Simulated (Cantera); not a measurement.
Feed: 1 mol SiH4, 0.035 mol C3H8, 1 mol H2, held at 2673 K and 1.00 bar.

These are equilibrium values from Cantera (NASA tables, ideal gas, pure condensed phases), not measurements of a reactor. Candidate condensed phases: C, C6H6, C7H8, C8H18, Si, SiC; 87 gas species. Mutual solubility and eutectic melting of coexisting phases are not modelled. Gases not in the tables: Si2H6 and higher silanes. Rates play no part.

Base state: H2 0.923, H 0.0492, Si 0.0159, Si2C 0.00344, SiH 0.00316, C2H2 (acetylene) 0.00242, SiH2 0.00169, SiC2 0.000804 (mole fractions); condensed: Si(l) + SiC(s).

Problem. What changes in the equilibrium state with this change: temperature from 2673 K to 1025 K?

Solution. 
```
species             before    after
----------------  --------  -------
H2                   0.923    1.000
CH4                3.45e-5  3.55e-5
H                   0.0492  4.36e-9
Si                  0.0159    <1e-9
Si2C               0.00344    <1e-9
SiH                0.00316    <1e-9
C2H2 (acetylene)   0.00242    <1e-9
SiH2               0.00169    <1e-9
SiC2              0.000804    <1e-9
Si(l), mol           0.830        0
SiC(s), mol         0.0720    0.105
Si(s), mol               0    0.895
```

Problem. What changes in the equilibrium state with this change: pressure from 1.00 bar to 1.33 mbar?

Solution. 
| species | before | after |
|---|---|---|
| H | 0.0492 | 0.632 |
| H2 | 0.923 | 0.202 |
| Si | 0.0159 | 0.156 |
| CH4 | 3.45e-5 | 2.13e-9 |
| C | 5.38e-7 | 0.000388 |
| C2 | 7.16e-8 | 4.95e-5 |
| C3 | 2.63e-7 | 0.000175 |
| Si(l), mol | 0.830 | 0 |
| SiC(s), mol | 0.0720 | 0 |
